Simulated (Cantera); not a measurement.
Input: 1 mol CHF3, 0.017 mol HCl, 0.57 mol H2, equilibrated at 2.78 Torr.

Method: chemical equilibrium by Gibbs-energy minimisation in Cantera with the NASA 1993 tables (ideal gas, pure condensed phases). Candidate condensed phases: C, C6H6, C7H8, C8H18; 118 gas species. Kinetics and transport are ignored.

**Question.** Which condensed phases are stable at each of these points (T (°C)): 2227, 2327, 2427, 2527, 2627, 2727, 2827, 2927, 3027, 3127?

**Answer.** 
```csv
T (°C),condensed phases,C condensed (%)
2227,C(graphite),90.8
2327,C(graphite),92.2
2427,C(graphite),90.7
2527,C(graphite),83.4
2627,C(graphite),59.1
2727,gas only,0.0
2827,gas only,0.0
2927,gas only,0.0
3027,gas only,0.0
3127,gas only,0.0
```

From 2227 °C to 2627 °C the condensed part is C(graphite). From 2727 °C to 3127 °C nothing is condensed.
